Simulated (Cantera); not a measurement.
An isothermal, constant-pressure homogeneous reactor starts with 4.00 % C2H6, 96.0 % H2, at 1075 K and 330 Pa.

Computed with Cantera and GRI-Mech 3.0 (53 species, 325 reactions). GRI-Mech 3.0 stops at C3 and has no aromatics, soot or wall deposition, so with more carbon than oxygen in the feed, carbon stays in small species such as C2H2 where larger ones or solid carbon would form. Radical loss at walls, strong at low pressure, is not modelled.

x: mole fraction; the columns are a selection and need not sum to one.

```json
[
 {"t (s)": "1.00e-5", "x C2H6": "0.0400", "x H2": "0.960", "x CH4": "5.26e-12", "x CH2": "<1e-12", "x CH3": "[?]", "x C2H": "<1e-12", "x H": "5.18e-12"},
 {"t (s)": "3.35e-5", "x C2H6": "0.0400", "x H2": "0.960", "x CH4": "5.87e-11", "x CH2": "<1e-12", "x CH3": "[?]", "x C2H": "<1e-12", "x H": "5.60e-11"},
 {"t (s)": "0.000112", "x C2H6": "0.0400", "x H2": "0.960", "x CH4": "6.46e-10", "x CH2": "<1e-12", "x CH3": "[?]", "x C2H": "<1e-12", "x H": "5.72e-10"},
 {"t (s)": "0.000377", "x C2H6": "0.0400", "x H2": "0.960", "x CH4": "6.84e-9", "x CH2": "<1e-12", "x CH3": "[?]", "x C2H": "<1e-12", "x H": "4.88e-9"},
 {"t (s)": "0.00126", "x C2H6": "0.0400", "x H2": "0.960", "x CH4": "6.41e-8", "x CH2": "<1e-12", "x CH3": "[?]", "x C2H": "<1e-12", "x H": "2.78e-8"},
 {"t (s)": "0.00423", "x C2H6": "0.0400", "x H2": "0.960", "x CH4": "4.41e-7", "x CH2": "<1e-12", "x CH3": "[?]", "x C2H": "<1e-12", "x H": "1.04e-7"},
 {"t (s)": "0.0142", "x C2H6": "0.0400", "x H2": "0.960", "x CH4": "2.01e-6", "x CH2": "<1e-12", "x CH3": "[?]", "x C2H": "<1e-12", "x H": "3.48e-7"},
 {"t (s)": "0.0475", "x C2H6": "0.0399", "x H2": "0.960", "x CH4": "8.94e-6", "x CH2": "<1e-12", "x CH3": "[?]", "x C2H": "<1e-12", "x H": "1.15e-6"},
 {"t (s)": "0.159", "x C2H6": "0.0394", "x H2": "0.960", "x CH4": "9.15e-5", "x CH2": "3.08e-12", "x CH3": "[?]", "x C2H": "<1e-12", "x H": "3.69e-6"},
 {"t (s)": "0.534", "x C2H6": "0.0344", "x H2": "0.959", "x CH4": "0.00161", "x CH2": "3.86e-11", "x CH3": "9.57e-6", "x C2H": "<1e-12", "x H": "9.15e-6"},
 {"t (s)": "1.79", "x C2H6": "0.0164", "x H2": "0.956", "x CH4": "0.00937", "x CH2": "4.43e-11", "x CH3": "9.13e-6", "x C2H": "<1e-12", "x H": "1.17e-5"},
 {"t (s)": "6.00", "x C2H6": "0.00193", "x H2": "0.953", "x CH4": "0.0158", "x CH2": "7.64e-12", "x CH3": "[?]", "x C2H": "<1e-12", "x H": "7.45e-6"}
]
```

Problem. Some entries are withheld; supply them.

Solution. 
- 1.00e-5, x CH3: 1.55e-9
- 3.35e-5, x CH3: 5.16e-9
- 0.000112, x CH3: 1.69e-8
- 0.000377, x CH3: 5.18e-8
- 0.00126, x CH3: 1.32e-7
- 0.00423, x CH3: 2.19e-7
- 0.0142, x CH3: 2.44e-7
- 0.0475, x CH3: 4.04e-7
- 0.159, x CH3: 2.03e-6
- 6.00, x CH3: 2.62e-6
